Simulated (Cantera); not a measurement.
Input: 1 mol SiO2, 3.8 mol HF, held at 2.50e-5 bar.

Method: chemical equilibrium by Gibbs-energy minimisation in Cantera with the NASA 1993 tables (ideal gas, pure condensed phases). Candidate condensed phases: H2O, Si, SiO2; 38 gas species. The tables' values for SiF3 are old estimates; treat these amounts as uncertain. The tables hold silica as quartz up to 1696 K and as liquid above; real silica turns to tridymite and cristobalite and melts near 1996 K. Rates play no part.

x: gas mole fraction; n: condensed amount in mol.

```json
[
 {"T (K)": "950", "x HF": "0.900", "x H2O": "0.0667", "x SiF4": "0.0333", "x H2": "4.93e-7", "n SiO2(β-quartz)": "0.877"},
 {"T (K)": "1000", "x HF": "0.918", "x H2O": "0.0546", "x SiF4": "0.0273", "x H2": "1.23e-6", "n SiO2(β-quartz)": "0.899"},
 {"T (K)": "1050", "x HF": "0.932", "x H2O": "0.0453", "x SiF4": "0.0226", "x H2": "2.80e-6", "n SiO2(β-quartz)": "0.916"},
 {"T (K)": "1100", "x HF": "0.943", "x H2O": "0.0381", "x SiF4": "0.0191", "x H2": "5.92e-6", "n SiO2(β-quartz)": "0.929"},
 {"T (K)": "1150", "x HF": "0.951", "x H2O": "0.0325", "x SiF4": "0.0162", "x H2": "1.17e-5", "n SiO2(β-quartz)": "0.939"},
 {"T (K)": "1200", "x HF": "0.958", "x H2O": "?", "x SiF4": "?", "x H2": "?", "n SiO2(β-quartz)": "0.948"},
 {"T (K)": "1250", "x HF": "0.963", "x H2O": "0.0244", "x SiF4": "0.0122", "x H2": "3.89e-5", "n SiO2(β-quartz)": "0.954"},
 {"T (K)": "1300", "x HF": "0.968", "x H2O": "?", "x SiF4": "?", "x H2": "?", "n SiO2(β-quartz)": "0.960"},
 {"T (K)": "1350", "x HF": "0.971", "x H2O": "0.0190", "x SiF4": "0.00954", "x H2": "0.000108", "n SiO2(β-quartz)": "0.964"},
 {"T (K)": "1400", "x HF": "0.974", "x H2O": "0.0169", "x SiF4": "0.00856", "x H2": "0.000170", "n SiO2(β-quartz)": "0.968"},
 {"T (K)": "1450", "x HF": "0.977", "x H2O": "0.0152", "x SiF4": "0.00775", "x H2": "0.000258", "n SiO2(β-quartz)": "0.971"},
 {"T (K)": "1500", "x HF": "0.978", "x H2O": "0.0137", "x SiF4": "0.00708", "x H2": "0.000380", "n SiO2(β-quartz)": "0.973"},
 {"T (K)": "1550", "x HF": "0.980", "x H2O": "0.0124", "x SiF4": "0.00653", "x H2": "0.000542", "n SiO2(β-quartz)": "0.975"}
]
```

Some entries are withheld; supply them.


- 1200, x H2O: 0.0280
- 1200, x SiF4: 0.0140
- 1200, x H2: 2.19e-5
- 1300, x H2O: 0.0214
- 1300, x SiF4: 0.0107
- 1300, x H2: 6.61e-5
